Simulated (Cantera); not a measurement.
An isothermal, constant-pressure homogeneous reactor starts with CH₄ : H₂ : N₂ : H₂O = 0.0038 : 1 : 0.00033 : 0.031 (molar parts), at 2750 K and 2670 Pa.

Model: GRI-Mech 3.0 (53 species, 325 reactions), integrated in Cantera. Radical loss at walls, strong at low pressure, is not modelled.

x: mole fraction; the columns are a selection and need not sum to one.

```json
[
 {"t (s)": "6.00e-5", "x CH₄": "___", "x H₂": "0.964", "x CH₂": "1.21e-6", "x HCN": "1.11e-12", "x H": "0.00225", "x C₂H": "2.40e-11"},
 {"t (s)": "0.000221", "x CH₄": "___", "x H₂": "0.958", "x CH₂": "8.21e-6", "x HCN": "4.37e-11", "x H": "0.00809", "x C₂H": "3.54e-9"},
 {"t (s)": "0.000812", "x CH₄": "___", "x H₂": "0.941", "x CH₂": "4.72e-5", "x HCN": "3.25e-9", "x H": "0.0256", "x C₂H": "4.30e-7"},
 {"t (s)": "0.00299", "x CH₄": "___", "x H₂": "0.916", "x CH₂": "3.84e-5", "x HCN": "6.37e-8", "x H": "0.0533", "x C₂H": "4.95e-6"},
 {"t (s)": "0.0110", "x CH₄": "___", "x H₂": "0.886", "x CH₂": "3.11e-6", "x HCN": "1.18e-7", "x H": "0.0850", "x C₂H": "4.98e-7"},
 {"t (s)": "0.0404", "x CH₄": "1.77e-12", "x H₂": "0.808", "x CH₂": "2.19e-12", "x HCN": "2.24e-10", "x H": "0.164", "x C₂H": "<1e-12"},
 {"t (s)": "0.149", "x CH₄": "<1e-12", "x H₂": "0.679", "x CH₂": "<1e-12", "x HCN": "1.78e-11", "x H": "0.295", "x C₂H": "<1e-12"},
 {"t (s)": "0.546", "x CH₄": "<1e-12", "x H₂": "0.638", "x CH₂": "<1e-12", "x HCN": "4.39e-11", "x H": "0.337", "x C₂H": "<1e-12"},
 {"t (s)": "2.01", "x CH₄": "<1e-12", "x H₂": "0.638", "x CH₂": "<1e-12", "x HCN": "7.44e-11", "x H": "0.337", "x C₂H": "<1e-12"},
 {"t (s)": "7.39", "x CH₄": "<1e-12", "x H₂": "0.638", "x CH₂": "<1e-12", "x HCN": "7.50e-11", "x H": "0.337", "x C₂H": "<1e-12"},
 {"t (s)": "27.2", "x CH₄": "<1e-12", "x H₂": "0.638", "x CH₂": "<1e-12", "x HCN": "7.50e-11", "x H": "0.337", "x C₂H": "<1e-12"},
 {"t (s)": "100", "x CH₄": "<1e-12", "x H₂": "0.638", "x CH₂": "<1e-12", "x HCN": "7.50e-11", "x H": "0.337", "x C₂H": "<1e-12"}
]
```

What belongs in the gaps?


- 6.00e-5, x CH₄: 0.00346
- 0.000221, x CH₄: 0.00313
- 0.000812, x CH₄: 0.00216
- 0.00299, x CH₄: 0.000392
- 0.0110, x CH₄: 1.17e-5
